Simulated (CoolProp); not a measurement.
Values from CoolProp's reference Helmholtz-energy equation of state, Wagner 2002.

### Question
For water, give the phase and the speed of sound (m/s), isothermal compressibility (1/MPa) at 452.4 K and 32.7 MPa; 519.8 K and 32.7 MPa; 564.7 K and 32.7 MPa.

### Answer
- 452.4 K and 32.7 MPa: liquid; speed of sound 1490, isothermal compressibility 0.000632
- 519.8 K and 32.7 MPa: liquid; speed of sound 1290, isothermal compressibility 0.00104
- 564.7 K and 32.7 MPa: liquid; speed of sound 1120, isothermal compressibility 0.00168
